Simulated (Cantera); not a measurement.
Feed: 1 mol CCl4, a varied amount of H2, equilibrated at 850 °C and 13300 Pa.

Equilibrium computed with Cantera from the NASA thermochemical tables; the gas is ideal and each condensed phase is pure. Candidate condensed phases: C, C6H6, C7H8, C8H18; 91 gas species. Kinetics and transport are ignored.

Question: At 2.5 mol H2, list the 3 most abundant gas species with their mole fractions, and the condensed phases.

Answer: HCl 0.889, H2 0.111, CH4 4.82e-5. Condensed: C(graphite).
